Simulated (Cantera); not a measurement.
A perfectly stirred reactor is fed with CH4 : H2 : O2 : N2 = 1 : 1.5 : 1.96 : 7.39 (molar parts), equivalence ratio 1.4, at 1100000 Pa; it is adiabatic with a 450 K inlet, and is followed from long to short residence time, starting on the burning branch (τ in s: 0.19, 0.091, 0.045, 0.022, 0.011, 0.0052, 0.0026, 0.0013, 0.00061, 0.0003, 0.00015, 7.2e-05, 3.5e-05).

Detailed kinetics in Cantera: GRI-Mech 3.0 (53 species, 325 reactions).

### Question
What does this change do: H2 1.5 to 1.1 parts?

### Answer
| quantity | before | after |
|---|---|---|
| blow-out, bracketed by the residence times tried | burning at 72.0 µs, out at 35.0 µs | burning at 72.0 µs, out at 35.0 µs |
| x(CH4) at τ = 0.190 s | 4.03e-5 | 1.53e-5 |
| x(H2) at τ = 0.190 s | 0.0777 | 0.0530 |
| x(O2) at τ = 0.190 s | 9.64e-6 | 1.15e-5 |
| x(CO) at τ = 0.190 s | 0.0548 | 0.0495 |
| x(CH2CO) at τ = 0.190 s | 2.33e-8 | 1.25e-8 |
| x(CH4) at τ = 2.60 ms | 0.00124 | 0.000409 |
| x(H2) at τ = 2.60 ms | 0.0739 | 0.0521 |
| x(O2) at τ = 2.60 ms | 0.000490 | 0.000393 |
| x(CO) at τ = 2.60 ms | 0.0530 | 0.0491 |
| x(CH2CO) at τ = 2.60 ms | 2.83e-6 | 1.00e-6 |

### Question
What does this change do: 0.36 parts H2O added?

### Answer
| quantity | before | after |
|---|---|---|
| blow-out, bracketed by the residence times tried | burning at 72.0 µs, out at 35.0 µs | burning at 72.0 µs, out at 35.0 µs |
| x(CH4) at τ = 0.190 s | 4.03e-5 | 6.86e-5 |
| x(H2) at τ = 0.190 s | 0.0777 | 0.0778 |
| x(O2) at τ = 0.190 s | 9.64e-6 | 1.24e-5 |
| x(CO) at τ = 0.190 s | 0.0548 | 0.0508 |
| x(CH2CO) at τ = 0.190 s | 2.33e-8 | 3.25e-8 |
| x(CH4) at τ = 2.60 ms | 0.00124 | 0.00186 |
| x(H2) at τ = 2.60 ms | 0.0739 | 0.0719 |
| x(O2) at τ = 2.60 ms | 0.000490 | 0.000661 |
| x(CO) at τ = 2.60 ms | 0.0530 | 0.0481 |
| x(CH2CO) at τ = 2.60 ms | 2.83e-6 | 4.54e-6 |
